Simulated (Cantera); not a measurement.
A diamond (100) surface in a fixed gas of H2 with x(CH4) = 0.0088, x(H) = 0.023, x(CH3) = 0.0004, 22000 Pa; coverages are run to steady state.

Detailed kinetics in Cantera: the Harris–Goodwin 1993 mechanism for the reconstructed diamond (100) surface.

θ: site fractions in the mechanism's names (c6HH fully hydrogenated, c6H* and c6*H radical sites, c6** diradical, c6HM methylated).

```tsv
T (K)	growth (µm/h)	θ c6HH	θ c6H*	θ c6*H	θ c6**	θ c6HM
950	…	0.634	0.0149	0.330	0.00672	0.0116
1025	…	0.567	0.0214	0.388	0.0116	0.00850
1100	…	0.506	0.0287	0.437	0.0185	0.00628
1175	82.8	0.452	0.0366	0.477	0.0274	0.00453
1250	85.5	0.404	0.0447	0.508	0.0383	0.00291
1325	…	0.363	0.0528	0.530	0.0512	0.00147
1400	…	0.327	0.0607	0.545	0.0656	0.000567
```

### Question
Fill in the missing entries.

### Answer

- 950, growth (µm/h): 36.3
- 1025, growth (µm/h): 51.8
- 1100, growth (µm/h): 68.5
- 1325, growth (µm/h): 70.6
- 1400, growth (µm/h): 51.7
